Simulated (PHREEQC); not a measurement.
Dissolve 2.4 mmol/kgw NaHCO3, 8.1 mmol/kgw H3BO3 and 16 mmol/kgw LiCl at 20 °C. Closed to the air; pH follows from the charge balance.

Equilibrium calculation in PHREEQC: ion-association model, wateq4f.dat.

Precipitation was switched off in this run.

What pH does the model give?

pH 7.49.

In which forms is C present?

HCO3- 93 %, CO2 6.4 % of the C.

Species that the database lacks are ignored.
